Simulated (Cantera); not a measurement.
Feed: 1 mol CuO, a varied amount of H2, at 110000 Pa.

Equilibrium computed with Cantera from the NASA thermochemical tables; the gas is ideal and each condensed phase is pure. Candidate condensed phases: Cu, CuO, Cu(OH)2, Cu2O, H2O; 12 gas species. Equilibrium is a limit: real reactors are often held back by kinetics, nucleation or transport.

### Question
What condenses at these points (T in K, n(H2) in mol): (1723, 63); (1573, 33); (1873, 46); (2123, 220); (2023, 63)?

### Answer
```tsv
T (K)	n(H2) in mol	condensed phases	Cu condensed (%)
1723	63	Cu	98.8
1573	33	Cu	99.9
1873	46	Cu	94.9
2123	220	gas only	0.0
2023	63	Cu	69.1
```
